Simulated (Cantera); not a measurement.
An isothermal, constant-pressure homogeneous reactor starts with NH3 : N2 = 1 : 1.5 (molar parts), at 2275 K and 0.0415 atm. Integrator tolerance rtol = 1e-08.

Detailed kinetics in Cantera: the gas-phase N/H chemistry of the illustrative SiF4/NH3 mechanism in the Surface Chemkin manual (1991). Walls and surfaces, which speed up NH3 decomposition in real reactors, are not modelled.

**Question.** What does this change do: temperature 2275 to 1625 K?

**Answer.** 
| quantity | before | after |
|---|---|---|
| x(NH3) at 9.00 s | 1.11e-7 (gas-phase equilibrium 1.11e-7) | 0.299 (gas-phase equilibrium 3.85e-7) |
| x(H) at 9.00 s | 0.0267 (gas-phase equilibrium 0.0267) | 1.56e-5 (gas-phase equilibrium 0.000227) |
| x(N2) at 9.00 s | 0.564 (gas-phase equilibrium 0.564) | 0.593 (gas-phase equilibrium 0.571) |
| x(N2H4) at 9.00 s | <1e-12 (gas-phase equilibrium <1e-12) | 9.30e-9 (gas-phase equilibrium <1e-12) |
| x(NH) at 9.00 s | 3.38e-8 (gas-phase equilibrium 3.37e-8) | 9.13e-7 (gas-phase equilibrium 1.83e-11) |
| x(H2) at 9.00 s | 0.410 (gas-phase equilibrium 0.410) | 0.108 (gas-phase equilibrium 0.428) |
